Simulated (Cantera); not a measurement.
A freely propagating, adiabatic, planar premixed flame of H2 : O2 : N2 = 1 : 0.505 : 1.9 (molar parts), equivalence ratio 0.99, unburnt at 700 K and 13300 Pa; mixture-averaged transport, grid criteria slope 0.08 and curve 0.16, no radiation.

Model: the H2/O2 subset of GRI-Mech 3.0, which has no nitrogen chemistry, integrated in Cantera. Burning velocities carry a grid error of a few per cent, more on coarse grids.

Problem. Predict: laminar burning velocity; thermal thickness; peak x(H2O2); peak x(O); peak x(OH); peak x(HO2).

Solution. 
```json
{
 "laminar_burning_velocity": "828 cm/s",
 "thermal_thickness": "7.29 mm",
 "peak x(H2O2)": "8.85e-7",
 "peak x(O)": "0.0179",
 "peak x(OH)": "0.0211",
 "peak x(HO2)": "3.45e-5"
}
```
